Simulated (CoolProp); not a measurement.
Properties of methane along the isotherm 22.45 °C.

Computed with CoolProp (reference Helmholtz-energy equation of state, Setzmann 1991).

```tsv
p (kPa)	phase	density (kg/m³)	cp (kJ/(kg K))	cv (kJ/(kg K))	Joule-Thomson coefficient (K/MPa)	conductivity (mW/(m K))
21.8	gas	0.1424	2.221	1.702	4.460	33.7
49.6	gas	0.3240	2.223	1.702	4.458	33.7
113	gas	0.7391	2.227	1.703	4.455	33.8
257	gas	1.685	2.235	1.704	4.447	33.9
585	gas	3.859	2.255	1.708	4.429	34.1
1330	gas	8.891	2.302	1.715	4.384	34.6
3030	gas	20.88	2.421	1.733	4.260	36.0
6900	supercritical	50.85	2.747	1.774	3.837	40.0
```

Thermal conductivity comes from a separate model (Friend 1989).
